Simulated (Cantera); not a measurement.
## Nitride etching: BN + O2

Input: 1 mol BN, 6.1 mol O2, equilibrated at 0.140 bar.

These are equilibrium values from Cantera (NASA tables, ideal gas, pure condensed phases), not measurements of a reactor. Candidate condensed phases: B, BN, B2O3; 17 gas species. Kinetics and transport are ignored.

From 973 K to 1623 K the condensed part is B2O3(l).

```
T (K)  log p O2  log p N2  log p B2O3  log p NO  log p BO2  log p O  log p NO2  n B2O3(l)
-----  --------  --------  ----------  --------  ---------  -------  ---------  ---------
973       -0.89     -1.92      -12.05     -5.65     -11.43   -10.62      -6.95      0.500
1023      -0.89     -1.92      -11.01     -5.41     -10.56    -9.95      -6.86      0.500
1073      -0.89     -1.92      -10.06     -5.20      -9.76    -9.35      -6.78      0.500
1123      -0.89     -1.92       -9.21     -5.00      -9.04    -8.80      -6.70      0.500
1173      -0.89     -1.92       -8.43     -4.82      -8.38    -8.30      -6.64      0.500
1223      -0.89     -1.92       -7.72     -4.65      -7.78    -7.84      -6.58      0.500
1273      -0.89     -1.92       -7.06     -4.50      -7.23    -7.41      -6.52      0.500
1323      -0.89     -1.92       -6.46     -4.36      -6.71    -7.02      -6.47      0.500
1373      -0.89     -1.92       -5.90     -4.22      -6.24    -6.66      -6.42      0.500
1423      -0.89     -1.92       -5.39     -4.10      -5.80    -6.32      -6.37      0.500
1473      -0.89     -1.92       -4.91     -3.99      -5.39    -6.00      -6.33      0.499
1523      -0.89     -1.92       -4.46     -3.88      -5.01    -5.70      -6.29      0.498
1573      -0.89     -1.93       -4.05     -3.78      -4.66    -5.43      -6.25      0.496
1623      -0.89     -1.93       -3.66     -3.69      -4.32    -5.17      -6.22      0.490
```
log p: log10 of the partial pressure in bar; n: condensed amount in mol.
